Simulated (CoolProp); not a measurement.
Saturation properties of octamethylcyclotetrasiloxane (D4) (Tc = 586.5 K, pc = 1347 kPa, ω = 0.598).

Computed with CoolProp (reference Helmholtz-energy equation of state, Thol 2015).

```csv
T (K),p (kPa),enthalpy of vaporisation (kJ/kg),vapour Z
405.3,28.65,147.3,0.9698
408.3,31.61,146.2,0.9674
411.3,34.81,145.1,0.9650
414.3,38.26,144.0,0.9625
417.3,41.98,142.9,0.9598
420.3,45.99,141.8,0.9570
423.3,50.29,140.7,0.9540
426.3,54.90,139.6,0.9509
429.4,60.01,138.4,0.9476
432.4,65.31,137.3,0.9442
435.4,70.97,136.1,0.9407
438.4,77.00,135.0,0.9371
```

It boils at 448.9 K under 1 atm.
